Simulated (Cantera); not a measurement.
An adiabatic, constant-volume homogeneous reactor starts with CH4 : O2 : N2 = 1 : 6.67 : 25.1 (molar parts), equivalence ratio 0.30, at 1775 K and 960000 Pa.

Model: GRI-Mech 3.0 (53 species, 325 reactions), integrated in Cantera.

### Question
Predict: time of steepest temperature rise; temperature at 1.00 s; equilibrium temperature; x(O2) at 1.00 s; x(N2O) at 1.00 s; x(CO) at 1.00 s; x(H2O2) at 1.00 s; x(NO2) at 1.00 s.

### Answer
```
Item                                                                   Value
---------------------------------  -----------------------------------------
time of steepest temperature rise                                    17.1 µs
temperature at 1.00 s                                                 2497 K
equilibrium temperature                                               2497 K
x(O2) at 1.00 s                          0.132 (gas-phase equilibrium 0.132)
x(N2O) at 1.00 s                     3.56e-6 (gas-phase equilibrium 3.56e-6)
x(CO) at 1.00 s                    0.000810 (gas-phase equilibrium 0.000810)
x(H2O2) at 1.00 s                    5.43e-7 (gas-phase equilibrium 5.43e-7)
x(NO2) at 1.00 s                     4.62e-5 (gas-phase equilibrium 4.62e-5)
```
